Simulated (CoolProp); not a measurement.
R143a at several states: fugacity coefficient from the reference equation and from simpler models built on Tc = 72.7 °C, pc = 3.762 MPa, ω = 0.261; each cubic takes its own stable root.

Model: reference Helmholtz-energy equation of state, Lemmon and Jacobsen 2000, in CoolProp.

| T (°C) | p (MPa) | phase | reference |
|---|---|---|---|
| 206.95 | 0.114 | gas | 0.9967 |
| -64.25 | 6.63 | liquid | 0.007983 |
| 125.45 | 0.943 | gas | 0.9446 |
| -66.35 | 0.0143 | gas | 0.9899 |

### Question
How far does each simpler model (van der Waals, Soave-Redlich-Kwong, Peng-Robinson) lie from the reference over these 4 states: mean and median of the absolute difference, and the worst?

### Answer
- van der Waals: mean 203.4 %, median 0.5 %, worst +812.4 % at -64.25 °C and 6.63 MPa
- Soave-Redlich-Kwong: mean 1.1 %, median 0.4 %, worst +3.4 % at -64.25 °C and 6.63 MPa
- Peng-Robinson: mean 0.7 %, median 0.4 %, worst +1.8 % at -64.25 °C and 6.63 MPa
